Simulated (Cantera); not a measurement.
**Hydrocarbon pyrolysis for carbon deposition**

A perfectly stirred reactor is fed with 12.0 % CH4, 88.0 % N2, at 1.00 atm; it is held at 1825 K, and followed from long to short residence time.

Model: GRI-Mech 3.0 (53 species, 325 reactions), integrated in Cantera. GRI-Mech 3.0 stops at C3 and has no aromatics, soot or wall deposition, so with more carbon than oxygen in the feed, carbon stays in small species such as C2H2 where larger ones or solid carbon would form.

```tsv
τ (s)	x CH4	x CH3	x C2H4	x C2H	x HCN	x C2H2
7.1	0.00169	3.72e-5	0.000167	5.62e-7	0.000115	0.0528
2.7	0.00259	5.67e-5	0.000167	5.56e-7	6.22e-5	0.0524
1.0	0.00415	9.04e-5	0.000167	5.45e-7	3.36e-5	0.0517
0.38	0.00669	0.000144	0.000173	5.28e-7	1.86e-5	0.0505
0.14	0.0110	0.000232	0.000197	5.00e-7	1.02e-5	0.0486
0.055	0.0174	0.000360	0.000263	4.63e-7	5.81e-6	0.0456
0.021	0.0274	0.000555	0.000448	4.09e-7	3.10e-6	0.0408
0.0078	0.0422	0.000838	0.000912	3.36e-7	1.48e-6	0.0336
0.0029	0.0612	0.00120	0.00188	2.47e-7	6.18e-7	0.0240
0.0011	0.0815	0.00157	0.00324	1.48e-7	2.11e-7	0.0133
```
x: mole fraction; the columns are a selection and need not sum to one.
